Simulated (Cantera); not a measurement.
Input (Python, Cantera) and output of one run.

```python
import numpy as np
import cantera as ct

gas_names = [...]  # 97 gases of nasa_gas.yaml made of Al, C, H, N
cond_names = """
    AL(cr) AL(L) ALN(s) C(gr) C6H6(L) C7H8(L) C8H18(L),n-octa
""".split()


# ... load() reads the species with a 1 bar reference pressure and builds the phases ...
atoms = {
    'Al(CH3)3': {'AL': 1, 'C': 3, 'H': 9},
    'NH3': {'N': 1, 'H': 3},
    'H2': {'H': 2},
}
top_T = {'ALN(s)': 2750, 'C(gr)': 4500}  # K; cautious upper limits of use, not melting points


# ... equilibrate(T, P, feed) seeds the gas with the atoms and calls Mixture.equilibrate('TP', solver="vcs", rtol=1e-11, max_steps=5000) ...
results = []
feed = {'Al(CH3)3': 1, 'NH3': 1.9, 'H2': 2.7}  # mol
P = 10000  # Pa
for T in [673, 773, 873, 973, 1073, 1173, 1273, 1373, 1473, 1573, 1673, 1773]:
    mix = equilibrate(T, P, feed)
    results.append((T, P, feed, dict(zip(mix.species_names, mix.species_moles))))

top = {s: max(r[3][s] / sum(r[3][g] for g in gas_names) for r in results) for s in gas_names}
cols = sorted((s for s in top if top[s] > 0.001), key=lambda s: -top[s])[:8]
seen = [c for c in cond_names if any(r[3].get(c, 0) > 1e-12 for r in results)]
print("log10 of partial pressures in bar; condensed amounts in mol")
print(f"{'T/K':>10s}" + "".join(f"{s[:9]:>10s}" for s in cols + seen))
for T, P, feed, n in results:
    ng = sum(n[g] for g in gas_names)
    print(f"{T:10.4g}" + "".join(f"{np.log10(max(n[s] / ng * P / 1e5, 1e-99)):10.3f}" for s in cols)
          + "".join(f"{n.get(c, 0):10.4g}" for c in seen))
```

Result:

```
log10 of partial pressures in bar; condensed amounts in mol
       T/K        H2       CH4        N2       HCN    ALN(s)     C(gr)
       673    -1.268    -1.398    -2.222   -10.470         1         0
       773    -1.091    -1.855    -2.312    -9.034         1     1.715
       873    -1.037    -2.423    -2.352    -7.993         1     2.618
       973    -1.024    -2.940    -2.363    -7.172         1     2.881
      1073    -1.021    -3.380    -2.366    -6.506         1     2.956
      1173    -1.020    -3.751    -2.367    -5.954         1     2.981
      1273    -1.019    -4.066    -2.368    -5.490         1     2.991
      1373    -1.019    -4.337    -2.368    -5.095         1     2.994
      1473    -1.019    -4.571    -2.369    -4.754         1     2.995
      1573    -1.019    -4.775    -2.370    -4.457         1     2.994
      1673    -1.019    -4.955    -2.371    -4.197         1     2.991
      1773    -1.020    -5.114    -2.374    -3.967    0.9997     2.985
```

Cantera equilibrium calculation (NASA polynomials, part measured and part estimated; ideal gas, pure solids and liquids). The feed counts by its element totals alone.
